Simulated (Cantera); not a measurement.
A closed system holds: 1 mol SiC, 0.092 mol O₂, 180 mol N₂, at 1325 K and 6.80 bar.

These are equilibrium values from Cantera (NASA tables, ideal gas, pure condensed phases), not measurements of a reactor. Candidate condensed phases: C, Si, SiC, SiO₂, Si₂N₂O, Si₃N₄; 34 gas species. N₂ is the only nitrogen source here; it is nearly inert below about 1500 K, so the nitride shown seldom forms there in practice. Mutual solubility and eutectic melting of coexisting phases are not modelled. The numbers say what is thermodynamically allowed, not how fast it happens.

Base state: N₂ 1.000 (mole fractions); condensed: C(graphite) + Si₂N₂O(s) + Si₃N₄(s).

Task: What changes in the equilibrium state with this change: SiC replaced by Si?

Result: 
```
species           before  after
----------------  ------  -----
N₂                 1.000   1.00
C(graphite), mol   1.000      0
Si₂N₂O(s), mol     0.184  0.184
Si₃N₄(s), mol      0.211  0.211
```
